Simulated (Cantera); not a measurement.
Diamond growth

A diamond (100) surface in a fixed gas of H2 with x(CH4) = 0.016, x(CH3) = 0.00021, at 1225 K, 105 Torr; coverages are run to steady state.

Model: the Harris–Goodwin 1993 mechanism for the reconstructed diamond (100) surface, integrated in Cantera.

```csv
x(H),growth (µm/h),θ c6HH,θ c6H*,θ c6*H,θ c6**,θ c6HM
0.0001,0.500,0.622,0.0277,0.338,0.00451,0.00301
0.00024,1.40,0.526,0.0343,0.419,0.0106,0.00406
0.0006,3.30,0.467,0.0381,0.465,0.0190,0.00485
0.0015,6.78,0.438,0.0398,0.485,0.0264,0.00500
0.0035,12.0,0.427,0.0406,0.494,0.0308,0.00436
0.0086,19.3,0.422,0.0411,0.498,0.0332,0.00308
0.021,26.1,0.421,0.0417,0.500,0.0345,0.00177
0.051,30.7,0.420,0.0427,0.500,0.0352,0.000869
0.13,33.6,0.420,0.0450,0.498,0.0361,0.000375
```
θ: site fractions in the mechanism's names (c6HH fully hydrogenated, c6H* and c6*H radical sites, c6** diradical, c6HM methylated).
